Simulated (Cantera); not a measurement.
Catalytic combustion on Pt

An isothermal plug-flow reactor at 498 K and 760 Torr (inlet), inlet velocity 1.3 m/s, active area per volume 9400 1/m; feed 0.420 % H2, 12.2 % O2, 87.4 % N2.

Computed with Cantera and Deutschmann's 1995 Pt surface mechanism with GRI-Mech 3.0 gas chemistry. Catalytic surfaces can have several steady states; this one follows from the mechanism file's or the stated starting coverage. Mass transfer to the wall is taken as infinitely fast.

| z (m) | x H2 | x O2 | x H2O | θ free Pt | θ O* | θ OH* |
|---|---|---|---|---|---|---|
| 9.3e-05 | 0.00219 | 0.121 | 0.00202 | 0.0265 | 0.962 | 0.0111 |
| 0.0002 | 0.00141 | 0.120 | 0.00280 | 0.0171 | 0.973 | 0.00979 |
| 0.00043 | 0.000798 | 0.120 | 0.00341 | 0.00970 | 0.982 | 0.00784 |
| 0.00093 | 0.000410 | 0.120 | 0.00380 | 0.00499 | 0.989 | 0.00583 |
| 0.002 | 0.000201 | 0.120 | 0.00401 | 0.00245 | 0.993 | 0.00416 |
| 0.0043 | 9.57e-5 | 0.120 | 0.00412 | 0.00117 | 0.996 | 0.00290 |
| 0.0093 | 4.47e-5 | 0.120 | 0.00417 | 0.000547 | 0.997 | 0.00200 |
x: gas mole fraction; θ: surface coverage.
